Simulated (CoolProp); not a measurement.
Vapour-liquid equilibrium of n-pentane (1) + acetone (2) at 432.1 K; x and y are mole fractions of (1).

Values from CoolProp's multi-fluid Helmholtz-energy mixture model, Thol 2019 and Lemmon 2006; pair parameters Bell 2016.

```csv
x,"bubble pressure, mixture model (kPa)","bubble pressure, Raoult's law (kPa)","y, mixture model","y, Raoult's law"
0.05,1489,1382,0.108,0.067
0.15,1699,1432,0.260,0.194
0.25,1852,1482,0.365,0.313
0.35,1962,1532,0.446,0.424
0.45,2038,1581,0.517,0.528
0.55,2085,1631,0.584,0.626
0.65,2104,1681,0.653,0.718
0.75,2091,1731,0.729,0.804
0.85,2038,1781,0.818,0.886
0.95,1933,1831,0.930,0.963
```

The largest gap from Raoult's law is +28.9 % in bubble pressure, at x = 0.45. y crosses x between x = 0.65 and 0.75: the model has an azeotrope there.

The pair parameters rest on a limited set of measurements; away from them the model extrapolates.
